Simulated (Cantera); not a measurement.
A closed system holds: 1 mol Si₃N₄, 43 mol H₂, held at 1002 °C and 0.00290 bar.

Equilibrium computed with Cantera from the NASA thermochemical tables; the gas is ideal and each condensed phase is pure. Candidate condensed phases: Si, Si₃N₄; 18 gas species. Mutual solubility and eutectic melting of coexisting phases are not modelled. Equilibrium is a limit: real reactors are often held back by kinetics, nucleation or transport.

Task: What is the equilibrium state?

Result: 
* **x(H₂)**: 1.000
* **x(N₂)**: 8.76e-5
* **x(H)**: 1.37e-5
* **n(Si(s))**: 0.00565 mol
* **n(Si₃N₄(s))**: 0.998 mol
* **gas amount**: 43.00 mol
